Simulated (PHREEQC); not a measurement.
Dissolve 0.11 mol/kgw Cu(NO3)2, 0.21 mol/kgw HNO3 and 0.00072 mol/kgw Na2SO4 at 25 °C. Closed to the air; pH follows from the charge balance.

Model: ion-association model, phreeqc.dat, run in PHREEQC.

```json
[
 {"quantity": "pH", "before": "0.80", "after": "0.81"},
 {"quantity": "HSO4- (mol/kgw)", "before": "0.000491", "after": "0.000625"},
 {"quantity": "SO4-2 (mol/kgw)", "before": "0.000117", "after": "4.78e-5"},
 {"quantity": "CuSO4 (mol/kgw)", "before": "0.000112", "after": "4.73e-5"}
]
```

Q: Name the change that produced these shifts.
A) 0.0033 mol/kgw HBr added
B) temperature from 25 to 75 °C
C) Na2SO4 replaced by Fe2(SO4)3 at the same molality
D) Na2SO4 replaced by CdSO4 at the same molality

A: B, temperature from 25 to 75 °C

No solid was allowed to form. At this temperature some constants are extrapolated from 25 °C, and those without enthalpy data are left unchanged.
